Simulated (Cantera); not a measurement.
# Hydrogen reduction and annealing atmospheres: V2O3 + H2 + N2

Feed: 1 mol V2O3, a varied amount of H2, 0.57 mol N2, at 21000 Pa.

Equilibrium computed with Cantera from the NASA thermochemical tables; the gas is ideal and each condensed phase is pure. Candidate condensed phases: H2O, V, VN, VO, V2O3, V2O4, V2O5; 28 gas species. Mutual solubility and eutectic melting of coexisting phases are not modelled. VN, VO: taken at fixed stoichiometry. Condensed phases not in the tables: the oxides between V2O3 and V2O5 other than VO2, solid solutions among these carbides, nitrides and lower oxides, V2N. Rates play no part.

**Question.** Map the stable condensed phases over T = 1098, 1173, 1248, 1323, 1398, 1473, 1548, 1623, 1698, 1773, 1848, 1923, 1998 K and n(H2) in mol = 4.9, 7.8, 13, 20, 32, 51, 81, 130.

**Answer.** 
```
T in K \ n(H2) in mol
         4.9 7.8  13  20  32  51  81 130
   1998    A   A   A   A   A   B   B   B
   1923    A   A   A   A   A   B   B   B
   1848    A   A   A   A   A   A   B   B
   1773    A   A   A   A   A   A   B   B
   1698    A   A   A   A   A   A   A   B
   1623    A   A   A   A   A   A   A   A
   1548    A   A   A   A   A   A   A   A
   1473    A   A   A   A   A   A   A   A
   1398    C   C   C   A   A   A   A   A
   1323    C   C   C   C   C   C   A   A
   1248    C   C   C   C   C   C   C   C
   1173    C   C   C   C   C   C   C   C
   1098    C   C   C   C   C   C   C   C
```
A: VO + V2O3; B: VO; C: VN + V2O3.
